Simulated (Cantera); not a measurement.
Fe₂O₃ + SO₃ + CO₂ (roasting and sulfation)

A closed system holds: 1 mol Fe₂O₃, 0.66 mol SO₃, 7.3 mol CO₂, held at 1 atm.

Method: chemical equilibrium by Gibbs-energy minimisation in Cantera with the NASA 1993 tables (ideal gas, pure condensed phases). Candidate condensed phases: C, Fe, Fe(CO)₅, FeO, FeS, FeSO₄, FeS₂, Fe₂O₃, Fe₂(SO₄)₃, Fe₃O₄, S; 25 gas species. The numbers say what is thermodynamically allowed, not how fast it happens.

```csv
T (°C),x CO₂,x SO₂,x O₂,x SO₃,x CO,x O,x SO,x FeO,n Fe₂O₃(s),n Fe₃O₄(s)
1202,0.881,0.0790,0.0395,0.000672,1.47e-5,5.67e-7,9.20e-8,6.95e-12,1.00,0
1252,0.881,0.0791,0.0396,0.000522,3.11e-5,1.12e-6,2.06e-7,3.75e-11,1.00,0
1302,0.881,0.0792,0.0396,0.000412,6.27e-5,2.12e-6,4.40e-7,1.81e-10,1.00,0
1352,0.863,0.0777,0.0586,0.000393,9.76e-5,4.68e-6,7.20e-7,6.93e-10,0,0.667
1402,0.863,0.0777,0.0587,0.000319,0.000181,8.22e-6,1.40e-6,2.54e-9,0,0.667
1452,0.863,0.0778,0.0588,0.000262,0.000323,1.40e-5,2.63e-6,8.62e-9,0,0.667
1502,0.863,0.0778,0.0589,0.000218,0.000559,2.31e-5,4.75e-6,2.73e-8,0,0.667
```
x: gas mole fraction; n: condensed amount in mol.

From 1202 °C to 1302 °C the condensed part is Fe₂O₃(s). From 1352 °C to 1502 °C the condensed part is Fe₃O₄(s).
